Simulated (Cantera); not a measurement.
An isothermal, constant-pressure homogeneous reactor starts with CH2O : O2 : N2 = 0.0041 : 0.0045 : 1 (molar parts), at 1025 K and 14.0 bar.

Computed with Cantera and GRI-Mech 3.0 (53 species, 325 reactions). The pressure lies above the range GRI-Mech 3.0 was tuned for (to about 10 atm).

x: mole fraction; the columns are a selection and need not sum to one.

```json
[
 {"t (s)": "0.000500", "x CH2O": "0.00405", "x O2": "0.00446", "x C2H2": "<1e-12", "x CH2": "<1e-12", "x CH4": "<1e-12", "x H2O": "1.55e-6", "x N2O": "2.37e-12"},
 {"t (s)": "0.00126", "x CH2O": "0.00382", "x O2": "0.00434", "x C2H2": "<1e-12", "x CH2": "<1e-12", "x CH4": "4.44e-11", "x H2O": "6.88e-5", "x N2O": "4.90e-11"},
 {"t (s)": "0.00316", "x CH2O": "?", "x O2": "?", "x C2H2": "<1e-12", "x CH2": "1.42e-12", "x CH4": "?", "x H2O": "?", "x N2O": "6.36e-10"},
 {"t (s)": "0.00794", "x CH2O": "8.46e-7", "x O2": "0.00275", "x C2H2": "<1e-12", "x CH2": "<1e-12", "x CH4": "1.21e-9", "x H2O": "0.00302", "x N2O": "6.37e-9"},
 {"t (s)": "0.0199", "x CH2O": "1.08e-7", "x O2": "0.00265", "x C2H2": "<1e-12", "x CH2": "<1e-12", "x CH4": "1.07e-9", "x H2O": "0.00313", "x N2O": "1.00e-8"},
 {"t (s)": "0.0501", "x CH2O": "6.92e-9", "x O2": "0.00251", "x C2H2": "<1e-12", "x CH2": "<1e-12", "x CH4": "9.05e-10", "x H2O": "0.00326", "x N2O": "1.55e-8"},
 {"t (s)": "0.126", "x CH2O": "1.59e-10", "x O2": "0.00226", "x C2H2": "<1e-12", "x CH2": "<1e-12", "x CH4": "6.33e-10", "x H2O": "0.00349", "x N2O": "2.77e-8"},
 {"t (s)": "0.317", "x CH2O": "5.24e-11", "x O2": "0.00186", "x C2H2": "<1e-12", "x CH2": "<1e-12", "x CH4": "3.03e-10", "x H2O": "0.00376", "x N2O": "5.38e-8"},
 {"t (s)": "0.796", "x CH2O": "1.71e-11", "x O2": "?", "x C2H2": "<1e-12", "x CH2": "<1e-12", "x CH4": "8.28e-11", "x H2O": "0.00397", "x N2O": "?"},
 {"t (s)": "2.00", "x CH2O": "4.19e-12", "x O2": "0.00104", "x C2H2": "<1e-12", "x CH2": "<1e-12", "x CH4": "1.04e-11", "x H2O": "0.00404", "x N2O": "1.80e-7"}
]
```

Task: Fill in the missing entries.

Result: 
- 0.00316, x CH2O: 0.000711
- 0.00316, x O2: 0.00321
- 0.00316, x CH4: 1.34e-9
- 0.00316, x H2O: 0.00184
- 0.796, x O2: 0.00143
- 0.796, x N2O: 1.03e-7
